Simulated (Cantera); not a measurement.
Mixture: CH4 : O2 : N2 = 1 : 4 : 15 (molar parts), equivalence ratio 0.50, at 5.00 bar, adiabatic and at constant volume. Ignition delay is the time to a rise of 400 K.

Computed with Cantera and GRI-Mech 3.0 (53 species, 325 reactions).

Task: What does this change do: 0.04 parts H2 added?

Result: 
```tsv
quantity	before	after
delay at 1073 K	41.2 ms	20.0 ms
delay at 1273 K	2.77 ms	1.96 ms
delay at 1473 K	0.318 ms	0.262 ms
delay at 1673 K	58.5 µs	52.3 µs
delay at 1873 K	16.2 µs	15.1 µs
apparent activation energy between 1773 and 1973 K	160 kJ/mol	160 kJ/mol
```
